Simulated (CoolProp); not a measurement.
Vapour pressure (MPa) of R142b: the reference equation beside estimates from Tc = 410.3 K, pc = 4.055 MPa, ω = 0.232.

Values from CoolProp's reference Helmholtz-energy equation of state, Lemmon 2006. It is a short technical equation, of lower accuracy than the large ones.

```tsv
T (K)	reference	Redlich-Kwong	Soave-Redlich-Kwong
326	0.7340	0.9503	0.7410
331	0.8313	1.059	0.8402
336.1	0.9400	1.178	0.9511
341.2	1.059	1.306	1.073
346.3	1.189	1.443	1.205
351.4	1.330	1.590	1.349
356.5	1.483	1.746	1.505
361.5	1.645	1.909	1.671
366.6	1.824	2.086	1.854
```

Absolute difference from the reference over all 9 rows, mean and median: Redlich-Kwong 21.6 and 21.4 %, Soave-Redlich-Kwong 1.3 and 1.3 %.
